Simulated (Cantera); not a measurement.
A closed system holds: 1 mol V2O3, a varied amount of H2, 1.8 mol N2, held at 1173.15 K and 70.0 Pa.

Equilibrium computed with Cantera from the NASA thermochemical tables; the gas is ideal and each condensed phase is pure. Candidate condensed phases: H2O, V, VN, VO, V2O3, V2O4, V2O5; 28 gas species. Mutual solubility and eutectic melting of coexisting phases are not modelled. VN, VO: taken at fixed stoichiometry. Condensed phases not in the tables: the oxides between V2O3 and V2O5 other than VO2, solid solutions among these carbides, nitrides and lower oxides, V2N. Kinetics and transport are ignored.

x: gas mole fraction; n: condensed amount in mol.

```json
[
 {"n(H2) (mol)": "0.57", "x H2": "0.240", "x N2": "0.759", "x H2O": "[?]", "x H": "2.19e-6", "x NH3": "1.56e-8", "n VN(s)": "0.000283", "n V2O3(s)": "1.000", "n VO(s)": "0"},
 {"n(H2) (mol)": "1.1", "x H2": "0.379", "x N2": "0.621", "x H2O": "[?]", "x H": "2.75e-6", "x NH3": "2.80e-8", "n VN(s)": "0.000510", "n V2O3(s)": "1.000", "n VO(s)": "0"},
 {"n(H2) (mol)": "2", "x H2": "0.526", "x N2": "0.474", "x H2O": "[?]", "x H": "3.24e-6", "x NH3": "3.99e-8", "n VN(s)": "0.000847", "n V2O3(s)": "1.000", "n VO(s)": "0"},
 {"n(H2) (mol)": "3.6", "x H2": "0.666", "x N2": "0.333", "x H2O": "0.000377", "x H": "3.65e-6", "x NH3": "4.78e-8", "n VN(s)": "0.00136", "n V2O3(s)": "0.999", "n VO(s)": "0"},
 {"n(H2) (mol)": "6.7", "x H2": "0.788", "x N2": "0.212", "x H2O": "0.000383", "x H": "3.97e-6", "x NH3": "4.89e-8", "n VN(s)": "0.00217", "n V2O3(s)": "0.999", "n VO(s)": "0"},
 {"n(H2) (mol)": "12", "x H2": "0.869", "x N2": "0.130", "x H2O": "0.000360", "x H": "4.17e-6", "x NH3": "4.45e-8", "n VN(s)": "0.00331", "n V2O3(s)": "0.998", "n VO(s)": "0"},
 {"n(H2) (mol)": "23", "x H2": "0.927", "x N2": "0.0726", "x H2O": "0.000329", "x H": "4.30e-6", "x NH3": "3.66e-8", "n VN(s)": "0", "n V2O3(s)": "0.992", "n VO(s)": "0.0163"},
 {"n(H2) (mol)": "42", "x H2": "0.959", "x N2": "0.0411", "x H2O": "0.000340", "x H": "4.38e-6", "x NH3": "2.89e-8", "n VN(s)": "0", "n V2O3(s)": "0.985", "n VO(s)": "0.0298"},
 {"n(H2) (mol)": "78", "x H2": "0.977", "x N2": "0.0226", "x H2O": "0.000346", "x H": "4.42e-6", "x NH3": "2.21e-8", "n VN(s)": "0", "n V2O3(s)": "0.972", "n VO(s)": "0.0553"}
]
```

Question: Some entries are withheld; supply them.

Answer: 
- 0.57, x H2O: 0.000179
- 1.1, x H2O: 0.000264
- 2, x H2O: 0.000335
